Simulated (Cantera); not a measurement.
Input: 1 mol Si3N4, 0.031 mol Si, 0.059 mol H2, equilibrated at 1952 °C and 10.0 Pa.

Equilibrium computed with Cantera from the NASA thermochemical tables; the gas is ideal and each condensed phase is pure. Candidate condensed phases: Si, Si3N4; 18 gas species. The tables' values for SiN are old estimates; treat these amounts as uncertain. Rates play no part.

Base state: Si 0.587, N2 0.389, H 0.0208, Si2 0.00124, H2 0.00103, SiN 0.000589, Si2N 7.99e-5, SiH 7.96e-5 (mole fractions); condensed: gas only.

### Question
What changes in the equilibrium state with this change: pressure from 10.0 Pa to 133 Pa?

### Answer
```csv
species,before,after
N2,0.389,0.611
Si,0.587,0.351
H,0.0208,0.0171
H2,0.00103,0.00928
Si3,2.99e-5,0.00114
Si2N,7.99e-5,0.00175
"Si(l), mol",0,1.82
```

### Question
What changes in the equilibrium state with this change: H2 from 0.059 to 1.4 mol?

### Answer
```csv
species,before,after
Si,0.587,0.422
N2,0.389,0.280
H,0.0208,0.200
H2,0.00103,0.0957
SiH,7.96e-5,0.000551
Si3,2.99e-5,1.11e-5
Si2N,7.99e-5,3.51e-5
```

### Question
What changes in the equilibrium state with this change: H2 from 0.059 to 0.014 mol?

### Answer
```
species   before    after
-------  -------  -------
Si         0.587    0.597
N2         0.389    0.396
H         0.0208  0.00539
H2       0.00103  6.91e-5
SiH      7.96e-5  2.09e-5
Si3      2.99e-5  3.14e-5
Si2N     7.99e-5  8.33e-5
Si2      0.00124  0.00128
```
